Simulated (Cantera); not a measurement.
Cantera run:

```python
import numpy as np
import cantera as ct

gas_names = """
    B BH BH2 BH3 BO BO2 B2 B2O B2O2 B2O3 B3O3H3 H HBO HBO2 HO2 H2 H2O H2O2 H3B3O6 O OH O2 O3
""".split()
cond_names = """
    B(b) B(L) B2O3(L) B3O3H3(cr) H2O(s) H2O(L)
""".split()


def load(file, names, dense=False):
    # The tables refer to 1 bar. Condensed volumes are neglected.
    table = {s.name: s for s in ct.Species.list_from_file(file)}
    out = []
    for n in names:
        d = dict(table[n].input_data)
        d["thermo"] = dict(d["thermo"], **{"reference-pressure": 1e5})
        if dense:
            d["equation-of-state"] = {"model": "constant-volume", "density": "1e6 g/cm^3"}
        out.append(ct.Species.from_dict(d))
    return out


gas = ct.Solution(thermo="ideal-gas", species=load("nasa_gas.yaml", gas_names))
cond = {s.name: ct.Solution(thermo="fixed-stoichiometry", species=[s], name=s.name)
        for s in load("nasa_condensed.yaml", cond_names, dense=True)}
atoms = {
    'B2H6': {'B': 2, 'H': 6},
    'H2O': {'H': 2, 'O': 1},
    'O2': {'O': 2},
}
top_T = {}  # K; cautious upper limits of use, not melting points


def equilibrate(T, P, feed):
    n = {}
    for name, mol in feed.items():
        for a, k in atoms[name].items():
            n[a] = n.get(a, 0.0) + k * mol
    gas.TPX = T, P, n
    mass = sum(n.values()) * gas.mean_molecular_weight
    gas.equilibrate("TP")
    valid = [c for c in cond.values() if c.min_temp <= T <= top_T.get(c.name, c.max_temp)]
    mix = ct.Mixture([(gas, mass / gas.mean_molecular_weight)] + [(c, 0.0) for c in valid])
    mix.T, mix.P = T, P
    mix.equilibrate("TP", solver="vcs", rtol=1e-11, max_steps=5000)
    return mix


results = []
P = 39  # Pa
for T in [1075, 1125, 1175, 1225, 1275, 1325, 1375, 1425, 1475, 1525]:
    for m in [1.5, 3.2, 5, 6.7, 8.5, 10, 12, 14, 15, 17, 19]:
        feed = {'B2H6': 1, 'H2O': m, 'O2': 0.35}  # mol
        mix = equilibrate(T, P, feed)
        results.append((T, P, feed, dict(zip(mix.species_names, mix.species_moles))))

for T, P, feed, n in results:
    print(f"{T:7g} {feed['H2O']:10.4g}  " + (" + ".join(c for c in cond_names if n.get(c, 0) > 1e-12) or "gas only"))
```

It prints:

```
   1075        1.5  B(b) + B2O3(L)
   1075        3.2  B2O3(L)
   1075          5  B2O3(L)
   1075        6.7  B2O3(L)
   1075        8.5  B2O3(L)
   1075         10  B2O3(L)
   1075         12  B2O3(L)
   1075         14  B2O3(L)
   1075         15  B2O3(L)
   1075         17  B2O3(L)
   1075         19  B2O3(L)
   1125        1.5  B(b) + B2O3(L)
   1125        3.2  B2O3(L)
   1125          5  B2O3(L)
   1125        6.7  B2O3(L)
   1125        8.5  B2O3(L)
   1125         10  B2O3(L)
   1125         12  B2O3(L)
   1125         14  B2O3(L)
   1125         15  B2O3(L)
   1125         17  B2O3(L)
   1125         19  B2O3(L)
   1175        1.5  B(b) + B2O3(L)
   1175        3.2  B2O3(L)
   1175          5  B2O3(L)
   1175        6.7  B2O3(L)
   1175        8.5  B2O3(L)
   1175         10  B2O3(L)
   1175         12  B2O3(L)
   1175         14  B2O3(L)
   1175         15  B2O3(L)
   1175         17  B2O3(L)
   1175         19  B2O3(L)
   1225        1.5  B(b) + B2O3(L)
   1225        3.2  B2O3(L)
   1225          5  B2O3(L)
   1225        6.7  B2O3(L)
   1225        8.5  B2O3(L)
   1225         10  B2O3(L)
   1225         12  B2O3(L)
   1225         14  B2O3(L)
   1225         15  B2O3(L)
   1225         17  B2O3(L)
   1225         19  B2O3(L)
   1275        1.5  B(b) + B2O3(L)
   1275        3.2  B2O3(L)
   1275          5  B2O3(L)
   1275        6.7  B2O3(L)
   1275        8.5  B2O3(L)
   1275         10  B2O3(L)
   1275         12  B2O3(L)
   1275         14  B2O3(L)
   1275         15  B2O3(L)
   1275         17  B2O3(L)
   1275         19  gas only
   1325        1.5  B(b) + B2O3(L)
   1325        3.2  B2O3(L)
   1325          5  B2O3(L)
   1325        6.7  B2O3(L)
   1325        8.5  B2O3(L)
   1325         10  gas only
   1325         12  gas only
   1325         14  gas only
   1325         15  gas only
   1325         17  gas only
   1325         19  gas only
   1375        1.5  B(b) + B2O3(L)
   1375        3.2  B2O3(L)
   1375          5  B2O3(L)
   1375        6.7  gas only
   1375        8.5  gas only
   1375         10  gas only
   1375         12  gas only
   1375         14  gas only
   1375         15  gas only
   1375         17  gas only
   1375         19  gas only
   1425        1.5  B(b) + B2O3(L)
   1425        3.2  B2O3(L)
   1425          5  gas only
   1425        6.7  gas only
   1425        8.5  gas only
   1425         10  gas only
   1425         12  gas only
   1425         14  gas only
   1425         15  gas only
   1425         17  gas only
   1425         19  gas only
   1475        1.5  gas only
   1475        3.2  B2O3(L)
   1475          5  gas only
   1475        6.7  gas only
   1475        8.5  gas only
   1475         10  gas only
   1475         12  gas only
   1475         14  gas only
   1475         15  gas only
   1475         17  gas only
   1475         19  gas only
   1525        1.5  gas only
   1525        3.2  gas only
   1525          5  gas only
   1525        6.7  gas only
   1525        8.5  gas only
   1525         10  gas only
   1525         12  gas only
   1525         14  gas only
   1525         15  gas only
   1525         17  gas only
   1525         19  gas only
```

Equilibrium computed with Cantera from the NASA thermochemical tables; the gas is ideal and each condensed phase is pure. The feed counts by its element totals alone. Mutual solubility and eutectic melting of coexisting phases are not modelled.
